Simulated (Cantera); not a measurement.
Charge: 1 mol CO, 3.2 mol CO2, 0.55 mol H2, 0.52 mol NH3, at 2623.15 K and 1.00 bar.

Cantera equilibrium calculation (NASA polynomials, part measured and part estimated; ideal gas, pure solids and liquids). Candidate condensed phases: C, C6H6, C7H8, C8H18, H2O; 136 gas species. Equilibrium is a limit: real reactors are often held back by kinetics, nucleation or transport.

Base state: CO 0.376, CO2 0.338, H2O 0.186, N2 0.0438, H2 0.0316, OH 0.0104, H 0.00750, O2 0.00380 (mole fractions); condensed: gas only.

Question: What changes in the equilibrium state with this change: temperature from 2623.15 K to 1373 K?

Answer: 
| species | before | after |
|---|---|---|
| CO2 | 0.338 | 0.391 |
| CO | 0.376 | 0.335 |
| H2O | 0.186 | 0.162 |
| H2 | 0.0316 | 0.0675 |
| OH | 0.0104 | 3.71e-8 |
| N2 | 0.0438 | 0.0449 |
| O2 | 0.00380 | <1e-9 |
| O | 0.00159 | <1e-9 |
